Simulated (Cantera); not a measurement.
Charge: 1 mol FeS2, 0.53 mol O2, 3 mol N2, equilibrated at 19.5 Torr.

Cantera equilibrium calculation (NASA polynomials, part measured and part estimated; ideal gas, pure solids and liquids). Candidate condensed phases: Fe, FeO, FeS, FeSO4, FeS2, Fe2O3, Fe2(SO4)3, Fe3O4, S; 19 gas species. FeS: taken at fixed stoichiometry. Gases not in the tables: S3 to S7. Equilibrium is a limit: real reactors are often held back by kinetics, nucleation or transport.

Task: Which condensed phases are stable at each of these points (T (K)): 750, 800, 850, 900, 950, 1000, 1050, 1100?

Result: 
| T (K) | condensed phases | Fe condensed (%) |
|---|---|---|
| 750 | FeS2(s) + Fe3O4(s) | 100.0 |
| 800 | FeS(s) + FeS2(s) | 100.0 |
| 850 | FeS(s) + FeS2(s) | 100.0 |
| 900 | FeS(s) | 100.0 |
| 950 | FeS(s) | 100.0 |
| 1000 | FeS(s) | 100.0 |
| 1050 | FeS(s) | 100.0 |
| 1100 | FeS(s) | 100.0 |

At 750 K the condensed part is FeS2(s) + Fe3O4(s). From 800 K to 850 K the condensed part is FeS(s) + FeS2(s). From 900 K to 1100 K the condensed part is FeS(s).
